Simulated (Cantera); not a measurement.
A Cantera script and what it prints.

```python
import numpy as np
import cantera as ct

gas_names = [...]  # 110 gases of nasa_gas.yaml made of C, H, O
cond_names = """
    C(gr) C6H6(L) C7H8(L) C8H18(L),n-octa H2O(s) H2O(L)
""".split()


# ... load() reads the species with a 1 bar reference pressure and builds the phases ...
atoms = {
    'CH4': {'C': 1, 'H': 4},
    'O2': {'O': 2},
    'H2': {'H': 2},
}
top_T = {'C(gr)': 4500}  # K; cautious upper limits of use, not melting points


# ... equilibrate(T, P, feed) seeds the gas with the atoms and calls Mixture.equilibrate('TP', solver="vcs", rtol=1e-11, max_steps=5000) ...
results = []
feed = {'CH4': 1, 'O2': 0.021, 'H2': 0.39}  # mol
P = 28  # Pa
for T in [1925, 2000, 2075, 2150, 2225, 2300, 2375]:
    mix = equilibrate(T, P, feed)
    results.append((T, P, feed, dict(zip(mix.species_names, mix.species_moles))))

top = {s: max(r[3][s] / sum(r[3][g] for g in gas_names) for r in results) for s in gas_names}
cols = sorted((s for s in top if top[s] > 0.0001), key=lambda s: -top[s])[:7]
seen = [c for c in cond_names if any(r[3].get(c, 0) > 1e-12 for r in results)]
print("log10 of partial pressures in bar; condensed amounts in mol")
print(f"{'T/K':>10s}" + "".join(f"{s[:9]:>10s}" for s in cols + seen))
for T, P, feed, n in results:
    ng = sum(n[g] for g in gas_names)
    print(f"{T:10.4g}" + "".join(f"{np.log10(max(n[s] / ng * P / 1e5, 1e-99)):10.3f}" for s in cols)
          + "".join(f"{n.get(c, 0):10.4g}" for c in seen))
```

It prints:

```
log10 of partial pressures in bar; condensed amounts in mol
       T/K        H2         H        CO C2H2,acet        C3       C2H     C(gr)
      1925    -3.585    -4.812    -5.328    -6.925   -11.392    -9.994    0.9559
      2000    -3.603    -4.590    -5.336    -6.717   -10.557    -9.432    0.9545
      2075    -3.630    -4.390    -5.348    -6.536    -9.785    -8.917    0.9525
      2150    -3.670    -4.210    -5.366    -6.383    -9.067    -8.445    0.9498
      2225    -3.729    -4.053    -5.390    -6.261    -8.400    -8.016    0.9463
      2300    -3.810    -3.919    -5.421    -6.174    -7.777    -7.629    0.9419
      2375    -3.918    -3.810    -5.456    -6.125    -7.194    -7.282    0.9358
```

Equilibrium computed with Cantera from the NASA thermochemical tables; the gas is ideal and each condensed phase is pure.
